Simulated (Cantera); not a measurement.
Input (Python, Cantera):

```python
import numpy as np
import cantera as ct

gas = ct.Solution("gri30.yaml", transport_model="multicomponent")
show = ['OH', 'N2', 'H2O']

rows = []
print(f"{'T/K':>7s}{'rho':>11s}{'cp':>10s}{'mu':>11s}{'lambda':>11s}{'Pr':>7s}" + "".join(f"{'D_' + s:>11s}" for s in show))
for T in [400, 550, 700, 850, 1000, 1150, 1300, 1450]:
    gas.TPX = T, 18000, {'CO2': 0.68, 'NO': 0.55}
    Pr = gas.cp_mass * gas.viscosity / gas.thermal_conductivity
    D = [gas.mix_diff_coeffs_mole[gas.species_index(s)] for s in show]
    rows.append([gas.density, gas.cp_mass, gas.viscosity, gas.thermal_conductivity, Pr, *D])
    print(f"{T:7g}{gas.density:11.4e}{gas.cp_mass:10.1f}{gas.viscosity:11.4e}"
          f"{gas.thermal_conductivity:11.4e}{Pr:7.3f}" + "".join(f"{d:11.4e}" for d in D))
print("SI units: kg/m3, J/kg/K, Pa s, W/m/K, m2/s")
```

Output:

```
    T/K        rho        cp         mu     lambda     Pr       D_OH       D_N2      D_H2O
    400 2.0430e-01     959.5 2.1052e-05 2.8295e-02  0.714 2.5661e-04 1.6581e-04 1.8300e-04
    550 1.4858e-01    1040.0 2.7137e-05 3.9215e-02  0.720 4.4544e-04 2.8898e-04 3.3821e-04
    700 1.1674e-01    1105.7 3.2506e-05 4.9755e-02  0.722 6.7175e-04 4.3677e-04 5.3089e-04
    850 9.6141e-02    1157.2 3.7376e-05 5.9765e-02  0.724 9.3224e-04 6.0694e-04 7.5676e-04
   1000 8.1720e-02    1198.2 4.1876e-05 6.9263e-02  0.724 1.2245e-03 7.9791e-04 1.0128e-03
   1150 7.1061e-02    1228.0 4.6088e-05 7.8095e-02  0.725 1.5468e-03 1.0085e-03 1.2966e-03
   1300 6.2861e-02    1252.5 5.0069e-05 8.6529e-02  0.725 1.8976e-03 1.2377e-03 1.6065e-03
   1450 5.6358e-02    1272.5 5.3861e-05 9.4586e-02  0.725 2.2758e-03 1.4848e-03 1.9411e-03
SI units: kg/m3, J/kg/K, Pa s, W/m/K, m2/s
```

Cantera simulation using GRI-Mech 3.0 (53 species, 325 reactions); the numbers are that mechanism's predictions, not measurements. The composition is frozen, though it would react at the higher temperatures.
